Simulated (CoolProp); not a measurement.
Saturated liquid density (kg/m³) of octamethyltrisiloxane (MDM): the reference equation beside estimates from Tc = 292.2 °C, pc = 1438 kPa, ω = 0.528. Rackett uses Z = 0.29056 − 0.08775 ω.

The numbers come from the reference Helmholtz-energy equation of state, Thol 2017 in CoolProp.

```tsv
T (°C)	reference	Rackett	Peng-Robinson
101.25	735.4	832.8	756.2
111.55	723.8	819.4	745.6
121.85	712.0	805.6	734.3
132.15	[?]	791.5	722.3
142.45	687.6	777.0	709.6
152.75	674.8	762.0	[?]
163.05	661.6	746.6	681.5
173.35	647.9	730.6	[?]
183.55	633.8	714.1	[?]
193.85	[?]	696.7	631.3
204.15	603.1	678.4	611.8
214.45	586.4	659.0	590.5
224.75	568.5	638.4	567.2
235.05	549.0	616.1	541.3
245.35	[?]	591.7	[?]
```

Task: What belongs in the gaps?

Result: 
- 132.15, reference: 700.0
- 152.75, Peng-Robinson: 696.0
- 173.35, Peng-Robinson: 665.9
- 183.55, Peng-Robinson: 649.4
- 193.85, reference: 618.9
- 245.35, reference: 527.5
- 245.35, Peng-Robinson: 512.4

Absolute difference from the reference over all 15 rows, mean and median: Rackett 12.7 and 12.8 %, Peng-Robinson 2.4 and 2.8 %.
